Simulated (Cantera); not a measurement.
Input: 1 mol C3H6, 0.6 mol O2, 10 mol N2, equilibrated at 1075 K and 1 atm.

These are equilibrium values from Cantera (NASA tables, ideal gas, pure condensed phases), not measurements of a reactor. Candidate condensed phases: C, C6H6, C7H8, C8H18, H2O; 136 gas species. Equilibrium is a limit: real reactors are often held back by kinetics, nucleation or transport.

Base state: N2 0.708, H2 0.206, CO 0.0810, H2O 0.00214, CH4 0.00194, CO2 0.000903, NH3 2.92e-5 (mole fractions); condensed: C(graphite).

Problem. What changes in the equilibrium state with this change: temperature from 1075 K to 1173.15 K?

Solution. 
| species | before | after |
|---|---|---|
| N2 | 0.708 | 0.705 |
| H2 | 0.206 | 0.209 |
| CO | 0.0810 | 0.0836 |
| CO2 | 0.000903 | 0.000197 |
| HCN | 6.06e-6 | 2.11e-5 |
| H2O | 0.00214 | 0.000628 |
| CH4 | 0.00194 | 0.000862 |
| C(graphite), mol | 1.82 | 1.80 |
